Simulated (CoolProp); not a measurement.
Vapour-liquid equilibrium of isobutane (1) + R245fa (2) at -7.65 °C; x and y are mole fractions of (1).

Model: multi-fluid Helmholtz-energy mixture model, Bücker 2006 and Akasaka 2015; pair parameters Bell 2016, in CoolProp.

| x | bubble pressure, mixture model (kPa) | bubble pressure, Raoult's law (kPa) | y, mixture model | y, Raoult's law |
|---|---|---|---|---|
| 0.05 | 69.91 | 41.21 | 0.485 | 0.144 |
| 0.15 | 107.0 | 49.36 | 0.682 | 0.360 |
| 0.25 | 122.1 | 57.51 | 0.733 | 0.516 |
| 0.35 | 127.2 | 65.66 | 0.750 | 0.632 |
| 0.45 | 128.5 | 73.81 | 0.754 | 0.723 |
| 0.55 | 128.8 | 81.96 | 0.756 | 0.796 |
| 0.65 | 129.4 | 90.11 | 0.761 | 0.856 |
| 0.75 | 130.1 | 98.26 | 0.777 | 0.906 |
| 0.85 | 129.7 | 106.4 | 0.816 | 0.948 |
| 0.95 | 124.8 | 114.6 | 0.909 | 0.984 |

The largest gap from Raoult's law is +116.8 % in bubble pressure, at x = 0.15. y crosses x between x = 0.75 and 0.85: the model has an azeotrope there.

The pair parameters rest on a limited set of measurements; away from them the model extrapolates. With so large a gap from Raoult's law the liquid may split in two, which this calculation doesn't test in full.
